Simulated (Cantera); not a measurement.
Charge: 1 mol CaCO3, 2 mol O2, 0.056 mol H2O, equilibrated at 1177 °C and 14.3 Torr.

Equilibrium computed with Cantera from the NASA thermochemical tables; the gas is ideal and each condensed phase is pure. Candidate condensed phases: C, C6H6, C7H8, C8H18, Ca, CaCO3, CaO, Ca(OH)2, H2O; 115 gas species. Rates play no part.

Base state: O2 0.654, CO2 0.327, H2O 0.0183, OH 7.63e-5, O 1.18e-5 (mole fractions); condensed: CaO(s).

Problem. What changes in the equilibrium state with this change: temperature from 1177 °C to 1650 °C?

Solution. 
```csv
species,before,after
O2,0.654,0.652
CO2,0.327,0.324
H2O,0.0183,0.0172
O,1.18e-5,0.00212
H,2.70e-8,3.38e-5
CO,6.61e-6,0.00198
H2,1.55e-7,2.44e-5
"CaO(s), mol",1.00,1.000
```
